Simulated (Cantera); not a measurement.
An isothermal, constant-pressure homogeneous reactor starts with 99.1 % N2O, 0.684 % H2O, 0.169 % N2, at 1100 K and 0.860 bar.

Model: GRI-Mech 3.0 (53 species, 325 reactions), integrated in Cantera. GRI-Mech 3.0 was tuned for natural gas; its chemistry of N2O as a main component is partial and can be far from experiment. The mechanism lacks the step 2 NO + O2 → 2 NO2, which can matter for NO2 below about 1400 K. The temperature is held fixed by assumption; the heat of reaction is taken as removed at once.

x: mole fraction; the columns are a selection and need not sum to one.

```csv
t (s),x N2O,x H2O,x H2,x NO,x OH,x NO2,x N2
1.00e-6,0.991,0.00684,<1e-12,2.14e-10,1.52e-11,<1e-12,0.00169
5.37e-6,0.991,0.00684,<1e-12,(withheld),3.81e-10,<1e-12,0.00169
2.89e-5,0.991,0.00684,<1e-12,8.54e-8,6.01e-9,<1e-12,0.00169
0.000155,0.991,0.00684,<1e-12,6.38e-7,4.17e-8,9.68e-12,0.00169
0.000833,0.991,0.00684,1.89e-11,3.61e-6,1.65e-7,2.04e-9,0.00174
0.00447,0.991,0.00684,4.70e-10,1.91e-5,4.57e-7,5.21e-7,0.00197
0.0240,0.989,0.00683,2.86e-9,(withheld),(withheld),(withheld),(withheld)
0.129,0.979,0.00681,2.71e-9,0.000438,1.77e-6,0.000110,0.00979
0.693,0.927,0.00669,1.24e-9,0.00246,2.34e-6,0.000242,0.0432
3.72,0.709,0.00620,8.61e-10,0.0110,2.41e-6,0.000329,0.185
20.0,0.241,0.00513,4.18e-10,0.0263,1.70e-6,0.000405,0.489
```

Q: Fill in the missing entries.

A: 
- 5.37e-6, x NO: 5.35e-9
- 0.0240, x NO: 8.83e-5
- 0.0240, x OH: 1.15e-6
- 0.0240, x NO2: 1.67e-5
- 0.0240, x N2: 0.00320
